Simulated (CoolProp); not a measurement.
A simple Rankine cycle with tetrahydrofuran: condensing at 300.15 K, boiler at 0.0968 MPa, turbine inlet 377.7 K, turbine efficiency 0.6, pump efficiency 0.8, no recuperator. Each further row changes one setting.

The numbers come from the reference Helmholtz-energy equation of state, Fiedler 2023 in CoolProp.

| case | thermal efficiency (%) | net work (kJ/kg) | heat in (kJ/kg) | turbine exit temperature (K) | volume ratio over the turbine |
|---|---|---|---|---|---|
| as stated | 6.3 | 34.1 | 538 | ? | 3.86 |
| turbine inlet 397.7 K | ? | ? | 567 | 371.0 | 3.87 |
| condensing temperature 292.15 K | 7.6 | 42.2 | 552 | 344.2 | ? |
| boiler pressure 0.0678 MPa | 4.8 | ? | ? | 357.6 | 2.74 |
| turbine efficiency 0.5 | ? | 28.4 | 538 | 355.1 | 3.91 |

Q: What belongs in the gaps?

A: 
- as stated, turbine exit temperature (K): 350.7
- turbine inlet 397.7 K, thermal efficiency (%): 6.4
- turbine inlet 397.7 K, net work (kJ/kg): 36.2
- condensing temperature 292.15 K, volume ratio over the turbine: 5.42
- boiler pressure 0.0678 MPa, net work (kJ/kg): 26.0
- boiler pressure 0.0678 MPa, heat in (kJ/kg): 539
- turbine efficiency 0.5, thermal efficiency (%): 5.3
